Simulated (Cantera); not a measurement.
Charge: 1 mol Pb, 0.25 mol O2, 2.8 mol N2, equilibrated at 1.00 bar.

Cantera equilibrium calculation (NASA polynomials, part measured and part estimated; ideal gas, pure solids and liquids). Candidate condensed phases: Pb, PbO, PbO2, Pb3O4; 12 gas species. Each liquid is taken as pure. Mutual solubility and eutectic melting of coexisting phases are not modelled. Gases not in the tables: (PbO)n polymers. Rates play no part.

log p: log10 of the partial pressure in bar; n: condensed amount in mol.

```
T (°C)  log p N2  log p Pb  log p PbO  log p Pb2  log p NO  n Pb(l)  n PbO(yellow)  n PbO(l)
------  --------  --------  ---------  ---------  --------  -------  -------------  --------
600         0.00     -6.20      -8.63       <-12      <-12    0.500          0.500         0
650         0.00     -5.60      -7.72        ___    -11.69    0.500          0.500         0
700         0.00     -5.06      -6.92        ___    -10.79    0.500          0.500         0
750         0.00     -4.57      -6.19        ___     -9.98    0.500          0.500         0
800         0.00     -4.14      -5.54        ___     -9.24    0.500          0.500         0
850         0.00     -3.74      -4.94        ___     -8.58    0.499          0.500         0
900         0.00     -3.37      -4.41        ___     -7.98    0.499              0     0.500
950         0.00     -3.04      -3.96        ___     -7.47    0.497              0     0.500
1000        0.00     -2.74      -3.55        ___     -7.00    0.495              0     0.499
1050        0.00     -2.45      -3.18        ___     -6.56    0.490              0     0.498
1100        0.00     -2.19      -2.83        ___     -6.17    0.482              0     0.496
1150       -0.01     -1.95      -2.51        ___     -5.80    0.468              0     0.491
```

Question: What belongs in the gaps?

Answer: 
- 650, log p Pb2: -11.64
- 700, log p Pb2: -10.74
- 750, log p Pb2: -9.93
- 800, log p Pb2: -9.20
- 850, log p Pb2: -8.53
- 900, log p Pb2: -7.93
- 950, log p Pb2: -7.37
- 1000, log p Pb2: -6.86
- 1050, log p Pb2: -6.39
- 1100, log p Pb2: -5.96
- 1150, log p Pb2: -5.55
